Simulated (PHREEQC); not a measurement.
Dissolve 67 mmol/kgw KH2PO4, 1.3 mmol/kgw NaF and 1.3 mmol/kgw NaCl at 20 °C. Closed to the air; pH follows from the charge balance.

Computed with PHREEQC (ion-association model, wateq4f.dat).

```json
[
 {"quantity": "pH", "before": "4.54", "after": "4.80"},
 {"quantity": "HPO4-2 (mol/kgw)", "before": "0.000268", "after": "3.28e-5"},
 {"quantity": "H3PO4 (mol/kgw)", "before": "0.000211", "after": "1.34e-5"},
 {"quantity": "HF (mol/kgw)", "before": "3.85e-5", "after": "2.53e-6"},
 {"quantity": "KHPO4- (mol/kgw)", "before": "1.45e-5", "after": "3.03e-7"}
]
```

What was changed between the two runs?
A) NaCl left out
B) diluted 10-fold with water
C) 0.027 mol/kgw RbOH added
D) NaCl from 0.0013 to 0.0026 mol/kgw
E) diluted 100-fold with water

B, diluted 10-fold with water

No solid was allowed to form. H3PO4, which wateq4f.dat lacks, is added to it with the constant of phreeqc.dat.
